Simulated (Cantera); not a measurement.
Charge: 1 mol CH₃SiCl₃, 0.11 mol C₂H₄, 24 mol H₂, equilibrated at 1.33 mbar.

Equilibrium computed with Cantera from the NASA thermochemical tables; the gas is ideal and each condensed phase is pure. Candidate condensed phases: C, C₆H₆, C₇H₈, C₈H₁₈, Si, SiC; 109 gas species. The feed counts by its element totals alone. The tables' values for SiCl are old estimates; treat these amounts as uncertain. Gases not in the tables: Si₂H₆ and higher silanes. Equilibrium is a limit: real reactors are often held back by kinetics, nucleation or transport.

x: gas mole fraction; n: condensed amount in mol.

```tsv
T (°C)	x H₂	x H	x HCl	x Cl	x Si	x SiC₂	n C(graphite)	n SiC(s)
1875	0.780	0.101	0.0892	0.00844	0.0151	0.00118	0.649	0.392
1925	0.740	0.131	0.0839	0.0108	0.0249	0.00238	0.923	0
1975	0.703	0.169	0.0801	0.0139	0.0254	0.00292	0.866	0
2025	0.661	[?]	0.0750	[?]	0.0253	[?]	[?]	0
2075	[?]	[?]	[?]	[?]	0.0246	[?]	[?]	0
2125	0.557	0.322	0.0617	0.0254	0.0236	0.00450	0.623	0
2175	0.499	0.385	0.0541	0.0297	0.0223	0.00496	0.516	0
```

Q: Complete the blanks.

A: 
- 2075, x H₂: 0.612
- 2075, x H: 0.265
- 2075, x HCl: 0.0687
- 2075, x Cl: 0.0213
- 2075, x SiC₂: 0.00400
- 2075, n C(graphite): 0.716
- 2025, x H: 0.213
- 2025, x Cl: 0.0174
- 2025, x SiC₂: 0.00347
- 2025, n C(graphite): 0.797
